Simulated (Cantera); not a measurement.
**Boron, boron nitride and boron oxide: BF3 + O2 + N2**

Feed: 1 mol BF3, 0.44 mol O2, 0.22 mol N2, at 0.0220 bar.

These are equilibrium values from Cantera (NASA tables, ideal gas, pure condensed phases), not measurements of a reactor. Candidate condensed phases: B, BN, B2O3; 31 gas species. The tables' values for BF2 are old estimates; treat these amounts as uncertain. Kinetics and transport are ignored.

```json
[
 {"T (K)": "1900", "x BF3": "0.595", "x O2": "0.260", "x N2": "0.130", "x F": "0.00718", "x BOF": "0.00353", "x O": "0.00103"},
 {"T (K)": "1950", "x BF3": "0.592", "x O2": "0.258", "x N2": "0.130", "x F": "0.0105", "x BOF": "0.00516", "x O": "0.00155"},
 {"T (K)": "2000", "x BF3": "0.587", "x O2": "0.255", "x N2": "0.129", "x F": "0.0150", "x BOF": "0.00738", "x O": "0.00228"},
 {"T (K)": "2050", "x BF3": "0.581", "x O2": "0.252", "x N2": "0.128", "x F": "0.0210", "x BOF": "0.0104", "x O": "0.00329"},
 {"T (K)": "2100", "x BF3": "0.573", "x O2": "0.247", "x N2": "0.127", "x F": "0.0289", "x BOF": "0.0143", "x O": "0.00466"},
 {"T (K)": "2150", "x BF3": "0.563", "x O2": "0.241", "x N2": "0.126", "x F": "0.0391", "x BOF": "0.0193", "x O": "0.00647"},
 {"T (K)": "2200", "x BF3": "0.550", "x O2": "0.233", "x N2": "0.124", "x F": "0.0520", "x BOF": "0.0258", "x O": "0.00881"},
 {"T (K)": "2250", "x BF3": "0.534", "x O2": "0.224", "x N2": "0.122", "x F": "0.0680", "x BOF": "0.0337", "x O": "0.0118"},
 {"T (K)": "2300", "x BF3": "0.514", "x O2": "0.213", "x N2": "0.120", "x F": "0.0875", "x BOF": "0.0433", "x O": "0.0155"},
 {"T (K)": "2350", "x BF3": "0.491", "x O2": "0.200", "x N2": "0.117", "x F": "0.111", "x BOF": "0.0548", "x O": "0.0199"}
]
```
x: gas mole fraction; nothing condenses.

From 1900 K to 2350 K nothing is condensed. The main B-bearing gas is BF3 throughout.
